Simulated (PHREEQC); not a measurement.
0.05 mol of Iodyrite (AgI) is brought to equilibrium with 1 kg of water holding 1 mmol/kgw NaCl, at 20 °C, the pH being set by adding NaOH or HCl. Oxygen alone is held at its pressure in air (log pO2 = -0.68). The system is closed to CO2. Only these solids could form: Iodyrite, Cerargyrite, Ag2O.

The numbers come from PHREEQC with the ion-association model, wateq4f.dat.

| pH | dissolved Ag (mol/kgw) | dissolved I (mol/kgw) | Ag(OH)2- (mol/kgw) | AgOH (mol/kgw) |
|---|---|---|---|---|
| 5 | 1.16e-8 | 1.16e-8 | 0 | 0 |
| 5.7 | 1.15e-8 | 1.15e-8 | 0 | 0 |
| 6.05 | 1.15e-8 | 1.15e-8 | 0 | 0 |
| 6.75 | 1.15e-8 | 1.15e-8 | 0 | 2.01e-14 |
| 7.45 | 1.15e-8 | 1.15e-8 | 0 | 1.01e-13 |
| 7.8 | 1.15e-8 | 1.15e-8 | 0 | 2.26e-13 |
| 8.5 | 1.15e-8 | 1.15e-8 | 0 | 1.13e-12 |
| 9.2 | 1.15e-8 | 1.15e-8 | 0 | 5.67e-12 |
| 9.55 | 1.15e-8 | 1.15e-8 | 4.67e-14 | 1.27e-11 |
| 10.25 | 1.16e-8 | 1.16e-8 | 1.17e-12 | 6.36e-11 |
| 10.95 | 1.17e-8 | 1.17e-8 | 2.95e-11 | 3.16e-10 |
| 11.3 | 1.20e-8 | 1.20e-8 | 1.47e-10 | 6.97e-10 |
| 12 | 1.52e-8 | 1.52e-8 | 3.17e-9 | 2.88e-9 |
